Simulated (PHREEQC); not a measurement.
Solution (25 °C): 0.0075 mol H2SO4, 3.4e-05 mol AlCl3 and 0.0016 mol KCl per kg of water. Closed to the air; pH follows from the charge balance.

Computed with PHREEQC (ion-association model, wateq4f.dat).

Each row changes one thing in this solution. No solid was allowed to form.

```
case                                            pH  ionic strength (mol/kgw)
--------------------------------------------  ----  ------------------------
as made                                       1.97                    0.0179
KCl replaced by FeCl2 at the same molality    1.97                    0.0201
H2SO4 from 0.0075 to 0.0375 mol/kgw           1.38                       ___
temperature from 25 to 15 °C                   ___                    0.0186
diluted 100-fold with water                   3.83                       ___
0.00075 mol/kgw K2CO3 added                   2.02                    0.0183
H2SO4 left out                                 ___                       ___
KCl replaced by CaCl2 at the same molality    1.97                    0.0200
AlCl3 replaced by CdCl2 at the same molality  1.97                    0.0179
```

### Question
Some entries are withheld; supply them.

### Answer

- H2SO4 from 0.0075 to 0.0375 mol/kgw, ionic strength (mol/kgw): 0.0628
- temperature from 25 to 15 °C, pH: 1.96
- diluted 100-fold with water, ionic strength (mol/kgw): 0.000241
- H2SO4 left out, pH: 4.77
- H2SO4 left out, ionic strength (mol/kgw): 0.00177

Species that the database lacks are ignored. Some of these states are supersaturated (in Boehmite (slow to form), Gibbsite (slow to form), for instance).
